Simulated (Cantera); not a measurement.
Charge: 1 mol Cu₂O, 2.4 mol CO, at 1252 °C and 51.0 Pa.

Method: chemical equilibrium by Gibbs-energy minimisation in Cantera with the NASA 1993 tables (ideal gas, pure condensed phases). Candidate condensed phases: C, Cu, CuO, Cu₂O; 15 gas species. The numbers say what is thermodynamically allowed, not how fast it happens.

Base state: CO 0.569, CO₂ 0.406, Cu 0.0244, Cu₂ 1.12e-5 (mole fractions); condensed: Cu(l).

Question: What changes in the equilibrium state with this change: pressure from 51.0 Pa to 0.133 bar?

Answer: 
```
species      before    after
----------  -------  -------
CO            0.569    0.583
CO₂           0.406    0.417
Cu           0.0244  9.33e-5
Cu₂         1.12e-5  4.29e-8
Cu(l), mol     1.94     2.00
```
